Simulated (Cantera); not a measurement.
A freely propagating, adiabatic, planar premixed flame of C2H4 : O2 : N2 : H2O = 1 : 2.5 : 6.75 : 1.9 (molar parts), equivalence ratio 1.2, unburnt at 700 K and 4.10 bar; mixture-averaged transport, grid criteria slope 0.08 and curve 0.16, no radiation.

Model: GRI-Mech 3.0 (53 species, 325 reactions), integrated in Cantera. GRI-Mech 3.0 was tuned for natural gas; its chemistry of ethylene as a main component is partial and can be far from experiment. Burning velocities carry a grid error of a few per cent, more on coarse grids.

x: mole fraction of selected species; z is measured from the peak of heat release.

```
z (mm)        T (K)  u (m/s)      x C2H4        x O2  x H2O         x O      x H2O2       x C2H
-------  ----------  -------  ----------  ----------  -----  ----------  ----------  ----------
-0.180          700     3.03      0.0823       0.206  0.156       <1e-8     2.20e-8       <1e-8
-0.120          700     3.03      0.0822       0.205  0.156       <1e-8     3.78e-7       <1e-8
-0.0898         701     3.04      0.0820       0.205  0.156       <1e-8     1.98e-6       <1e-8
-0.0599         712     3.11      0.0814       0.203  0.156     3.71e-8     1.82e-5       <1e-8
-0.0299         904     4.01      0.0729       0.184  0.169     6.91e-6    0.000233       <1e-8
-0.0150        1302     5.90      0.0493       0.145  0.195    0.000141    0.000280     9.32e-8
0        (withheld)     8.13  (withheld)  (withheld)  0.225  (withheld)  (withheld)  (withheld)
0.0150         2047     9.65     0.00265      0.0549  0.244     0.00149     3.37e-6     1.84e-5
0.0299         2194     10.4    0.000175      0.0330  0.252     0.00267     1.43e-6     9.93e-6
0.0599         2293     10.7     2.17e-7      0.0173  0.254     0.00376     8.41e-7     1.95e-7
0.120          2381     11.0       <1e-8      0.0109  0.255     0.00313     6.35e-7       <1e-8
0.240          2469     11.4       <1e-8     0.00748  0.261     0.00207     4.92e-7       <1e-8
0.479          2542     11.6       <1e-8  (withheld)  0.268  (withheld)  (withheld)       <1e-8
```

### Question
Fill in the missing entries.

### Answer

- 0, T (K): 1747
- 0, x C2H4: 0.0177
- 0, x O2: 0.0936
- 0, x O: 0.000679
- 0, x H2O2: 1.72e-5
- 0, x C2H: 4.78e-6
- 0.479, x O2: 0.00491
- 0.479, x O: 0.00126
- 0.479, x H2O2: 3.77e-7
